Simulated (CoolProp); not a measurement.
Properties of carbonyl sulfide along the isotherm 423.6 K (Tc = 378.8 K, pc = 6.369 MPa, ω = 0.098).

The numbers come from the reference Helmholtz-energy equation of state, Lemmon 2006 in CoolProp. It is a short technical equation, of lower accuracy than the large ones.

| p (MPa) | phase | Z | cp (kJ/(kg K)) | cv (kJ/(kg K)) | speed of sound (m/s) | fugacity coefficient |
|---|---|---|---|---|---|---|
| 3.33 | gas | 0.8656 | 0.9230 | 0.6695 | 244.5 | 0.8793 |
| 6.67 | supercritical | 0.7000 | 1.297 | 0.7138 | 220.7 | 0.7629 |
| 10 | supercritical | 0.5024 | 2.432 | 0.7718 | 211.1 | 0.6510 |
| 13.3 | supercritical | 0.4193 | 2.286 | 0.7629 | 268.2 | 0.5560 |
| 16.7 | supercritical | 0.4452 | 1.800 | 0.7468 | 341.2 | 0.4882 |
| 20 | supercritical | 0.4909 | 1.598 | 0.7409 | 396.8 | 0.4434 |
| 23.3 | supercritical | 0.5415 | 1.487 | 0.7386 | 442.4 | 0.4118 |
| 26.7 | supercritical | 0.5952 | 1.414 | 0.7377 | 482.6 | 0.3882 |
| 30 | supercritical | 0.6477 | 1.365 | 0.7375 | 517.2 | 0.3714 |
| 33.3 | supercritical | 0.7001 | 1.329 | 0.7378 | 548.4 | 0.3590 |
| 36.7 | supercritical | 0.7539 | 1.299 | 0.7384 | 577.9 | 0.3496 |
| 40 | supercritical | 0.8057 | 1.276 | 0.7391 | 604.5 | 0.3430 |
| 43.3 | supercritical | 0.8571 | 1.257 | 0.7399 | 629.3 | 0.3384 |
| 46.7 | supercritical | 0.9097 | 1.241 | 0.7408 | 653.3 | 0.3355 |
| 50 | supercritical | 0.9604 | 1.227 | 0.7417 | 675.4 | 0.3340 |

The peak of cp marks the crossing from liquid-like to gas-like fluid above the critical point.
